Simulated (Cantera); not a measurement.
Feed: 1 mol CaCO3, 1.3 mol H2, 0.022 mol O2, 0.063 mol H2O, at 1425 K and 390 Pa.

Cantera equilibrium calculation (NASA polynomials, part measured and part estimated; ideal gas, pure solids and liquids). Candidate condensed phases: C, C6H6, C7H8, C8H18, Ca, CaCO3, CaO, Ca(OH)2, H2O; 115 gas species. Kinetics and transport are ignored.

What is the equilibrium state?


```json
{
 "x(H2O)": "0.319",
 "x(CO)": "0.274",
 "x(H2)": "0.258",
 "x(CO2)": "0.149",
 "x(H)": "5.54e-5",
 "x(OH)": "1.50e-6",
 "n(CaO(s))": "1.00 mol",
 "gas_amount": "2.363 mol",
 "log10 activity of C(graphite) (absent)": "-5.58",
 "log10 activity of Ca(l) (absent)": "-11.64"
}
```
